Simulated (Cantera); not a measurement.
**Nitride etching: BN + H2O + N2**

Charge: 1 mol BN, 2.6 mol H2O, 0.58 mol N2, held at 360 Pa.

Equilibrium computed with Cantera from the NASA thermochemical tables; the gas is ideal and each condensed phase is pure. Candidate condensed phases: B, BN, B2O3, B3O3H3, H2O; 39 gas species. Gases not in the tables: H3BO3. Rates play no part.

```json
[
 {"T (K)": "800", "x H2": "0.408", "x H2O": "0.298", "x N2": "0.294", "x HBO2": "1.19e-6", "x B2O3": "<1e-12", "n B2O3(l)": "0.495"},
 {"T (K)": "900", "x H2": "0.408", "x H2O": "0.298", "x N2": "0.294", "x HBO2": "2.30e-5", "x B2O3": "4.45e-12", "n B2O3(l)": "0.497"},
 {"T (K)": "1000", "x H2": "0.408", "x H2O": "0.298", "x N2": "0.293", "x HBO2": "0.000239", "x B2O3": "9.31e-10", "n B2O3(l)": "0.498"},
 {"T (K)": "1100", "x H2": "0.407", "x H2O": "0.298", "x N2": "0.293", "x HBO2": "0.00159", "x B2O3": "7.10e-8", "n B2O3(l)": "0.496"},
 {"T (K)": "1200", "x H2": "0.406", "x H2O": "0.294", "x N2": "0.292", "x HBO2": "0.00751", "x B2O3": "2.56e-6", "n B2O3(l)": "0.485"},
 {"T (K)": "1300", "x H2": "0.402", "x H2O": "0.281", "x N2": "0.289", "x HBO2": "0.0272", "x B2O3": "5.17e-5", "n B2O3(l)": "0.449"},
 {"T (K)": "1400", "x H2": "0.391", "x H2O": "0.248", "x N2": "0.282", "x HBO2": "0.0776", "x B2O3": "0.000668", "n B2O3(l)": "0.348"},
 {"T (K)": "1500", "x H2": "0.369", "x H2O": "0.184", "x N2": "0.266", "x HBO2": "0.174", "x B2O3": "0.00603", "n B2O3(l)": "0.123"},
 {"T (K)": "1600", "x H2": "0.358", "x H2O": "0.158", "x N2": "0.258", "x HBO2": "0.212", "x B2O3": "0.0136", "n B2O3(l)": "0"},
 {"T (K)": "1700", "x H2": "0.357", "x H2O": "0.160", "x N2": "0.258", "x HBO2": "0.206", "x B2O3": "0.0159", "n B2O3(l)": "0"},
 {"T (K)": "1800", "x H2": "0.355", "x H2O": "0.163", "x N2": "0.258", "x HBO2": "0.201", "x B2O3": "0.0182", "n B2O3(l)": "0"},
 {"T (K)": "1900", "x H2": "0.352", "x H2O": "0.165", "x N2": "0.257", "x HBO2": "0.195", "x B2O3": "0.0203", "n B2O3(l)": "0"}
]
```
x: gas mole fraction; n: condensed amount in mol.

From 800 K to 1500 K the condensed part is B2O3(l). From 1600 K to 1900 K nothing is condensed.
